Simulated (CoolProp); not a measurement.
Propylene at 293.15 K and 0.165 MPa flows at 24 m/s in a round tube of 10 mm bore and 15 µm roughness, fully developed (64/Re and Nu = 3.66 if laminar; Colebrook and Gnielinski if turbulent). Each further row changes one setting.

Values from CoolProp's reference Helmholtz-energy equation of state, Lemmon 2013.

| case | Reynolds number | Darcy friction factor | pressure drop (Pa/m) | heat-transfer coefficient (W/(m² K)) | mass flow (kg/h) |
|---|---|---|---|---|---|
| as stated | 83400 | 0.0241 | 2030 | 361 | 19.8 |
| velocity 48 m/s | 167000 | 0.0230 | 7740 | 692 | 39.6 |
| diameter 20 mm | 167000 | 0.0203 | 853 | 303 | 79.3 |

Viscosity comes from a separate model (Huber 2003), an estimate that may be off by 10 % or more. Thermal conductivity comes from a separate model (Huber 2003), an estimate that may be off by 10 % or more.
